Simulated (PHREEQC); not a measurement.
## Copper plating or etch bath: an equilibrium model

A solution holds 0.0011 mol CuSO4, 0.0014 mol HNO3 and 0.14 mol KCl per kg of water, at 75 °C. Closed to the air; pH follows from the charge balance.

Computed with PHREEQC (ion-association model, wateq4f.dat).

```json
{
  "pH": "2.98",
  "ionic_strength": "0.144 mol/kgw",
  "total_alkalinity": "-1.40 meq/kg"
}
```

| species | molality | activity | log γ |
|---|---|---|---|
| K+ | 0.140 | 0.0998 | -0.146 |
| Cl- | 0.139 | 0.0997 | -0.146 |
| NO3- | 0.00140 | 0.000981 | -0.155 |
| H+ | 0.00131 | 0.00104 | -0.100 |
| SO4-2 | 0.000630 | 0.000187 | -0.528 |
| Cu+2 | 0.000532 | 0.000175 | -0.484 |
| CuCl+ | 0.000528 | 0.000381 | -0.142 |
| KSO4- | 0.000370 | 0.000276 | -0.127 |

This is a speciation only: nothing precipitates in the calculation. Away from 25 °C the constants follow the database's enthalpies or fits; those with neither stay at their 25 °C values.
